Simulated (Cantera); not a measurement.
Cantera run:

```python
import numpy as np
import cantera as ct

gas_names = """
    CL CLO CL2 H HCL HOCL HO2 H2 H2O H2O2 O OH O2 O3 Ti TiCL TiCL2 TiCL3 TiCL4 TiO TiOCL TiOCL2 TiO2
""".split()
cond_names = """
    H2O(s) H2O(L) Ti(a) Ti(b) Ti(L) TiCL2(s) TiCL3(s) TiCL4(L) TiO(a) TiO(b) TiO(L) TiO2(ru) TiO2(L)
    Ti2O3(a) Ti2O3(b) Ti2O3(L) Ti3O5(a) Ti3O5(b) Ti3O5(L) Ti4O7(s) Ti4O7(L)
""".split()


# ... load() reads the species with a 1 bar reference pressure and builds the phases ...
atoms = {
    'TiCl4': {'Ti': 1, 'CL': 4},
    'O2': {'O': 2},
    'H2': {'H': 2},
}
top_T = {'TiCL2(s)': 1300, 'TiCL3(s)': 1000}  # K; cautious upper limits of use, not melting points


# ... equilibrate(T, P, feed) seeds the gas with the atoms and calls Mixture.equilibrate('TP', solver="vcs", rtol=1e-11, max_steps=5000) ...
results = []
feed = {'TiCl4': 1, 'O2': 0.91, 'H2': 120}  # mol
T = 1700  # K
P = 6500  # Pa
mix = equilibrate(T, P, feed)
results.append((T, P, feed, dict(zip(mix.species_names, mix.species_moles))))
x = sorted(zip(gas.X, gas.species_names), reverse=True)
print(f"T = {T:g} K  P = {P:g} Pa  gas = {mix.phase_moles(0):.4g} mol")
print("   x: " + "  ".join(f"{s} {v:.3e}" for v, s in x if v > 1e-05))
print("   condensed (mol): " + ("  ".join(f"{mix.phase(i).name} {mix.phase_moles(i):.4g}"
      for i in range(1, mix.n_phases) if mix.phase_moles(i) > 1e-12) or "none"))
```

Result:

```
T = 1700 K  P = 6500 Pa  gas = 122 mol
   x: H2 9.654e-01  HCL 3.276e-02  H2O 1.261e-03  H 5.679e-04  CL 1.498e-05
   condensed (mol): Ti3O5(b) 0.3332
```

Cantera equilibrium calculation (NASA polynomials, part measured and part estimated; ideal gas, pure solids and liquids).
